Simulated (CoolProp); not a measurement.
R134a along the isobar 24.9 bar: density (kg/m³) from the reference equation and from simpler models built on Tc = 101.1 °C, pc = 40.59 bar, ω = 0.327; each cubic takes its own stable root.

Model: reference Helmholtz-energy equation of state, Tillner-Roth 1994, in CoolProp.

```csv
T (°C),phase,reference
21.95,liquid,1228
37.95,liquid,1167
53.95,liquid,1095
69.95,liquid,1004
85.95,gas,127.3
101.85,gas,110.2
117.85,gas,99.23
133.85,gas,91.21
149.85,gas,84.90
165.85,gas,79.74
181.85,gas,75.37
```

**Question.** How far does each simpler model (van der Waals, Redlich-Kwong) lie from the reference over these 11 states: mean and median of the absolute difference, and the worst?

**Answer.** 
- van der Waals: mean 21.4 %, median 4.9 %, worst -87.2 % at 69.95 °C and 24.9 bar
- Redlich-Kwong: mean 8.6 %, median 1.6 %, worst -24.5 % at 69.95 °C and 24.9 bar

At some of these states van der Waals gives the other phase, because its saturation line lies elsewhere.
